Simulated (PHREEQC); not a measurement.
Solution (25 °C): 0.0019 mol/kgw HF, 0.0013 mol/kgw H2SiF6 and 0.15 mol/kgw HNO3. Closed to the air; pH follows from the charge balance.

Equilibrium calculation in PHREEQC: ion-association model, phreeqc.dat.

Each row changes one thing in this solution. No solid was allowed to form.

```csv
case,pH,ionic strength (mol/kgw),HF (mol/kgw),SiF6-2 (mol/kgw),H4SiO4 (mol/kgw),F- (mol/kgw),SI of Chalcedony (SiO2)
as made,0.91,0.152,0.00560,0.000677,0.000623,4.33e-5,+0.37
H2SiF6 from 0.0013 to 0.00195 mol/kgw,0.91,0.154,0.00608,0.00125,0.000704,4.68e-5,+0.42
0.19 mol/kgw H2SO4 added,0.55,0.382,0.00621,0.000578,___,2.47e-5,+0.46
0.0016 mol/kgw KBr added,0.91,0.154,0.00559,___,0.000623,4.34e-5,+0.37
diluted 2-fold with water,1.20,0.0755,0.00387,0.000154,___,5.32e-5,+0.26
HNO3 left out,2.57,0.00395,___,0.00110,___,0.000655,-0.14
0.0081 mol/kgw HCl added,0.89,0.160,0.00564,0.000670,0.000630,4.19e-5,+0.37
```

Complete the blanks.


- 0.19 mol/kgw H2SO4 added, H4SiO4 (mol/kgw): 0.000722
- 0.0016 mol/kgw KBr added, SiF6-2 (mol/kgw): 0.000678
- diluted 2-fold with water, H4SiO4 (mol/kgw): 0.000496
- HNO3 left out, HF (mol/kgw): 0.00246
- HNO3 left out, H4SiO4 (mol/kgw): 0.000204

Some of these states are supersaturated (in Quartz (slow to form), Chalcedony (slow to form), for instance). SiF6-2 is the database's only silicon fluoride.
